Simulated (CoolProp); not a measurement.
Model: reference Helmholtz-energy equation of state, Guder 2009, in CoolProp.

Question: For sulfur hexafluoride, give the phase and the cp (kJ/(kg K)), speed of sound (m/s), Joule-Thomson coefficient (K/MPa) at 245 K and 101 kPa.

Answer: 
- 245 K and 101 kPa: gas; cp 0.578, speed of sound 122, Joule-Thomson coefficient 17.0
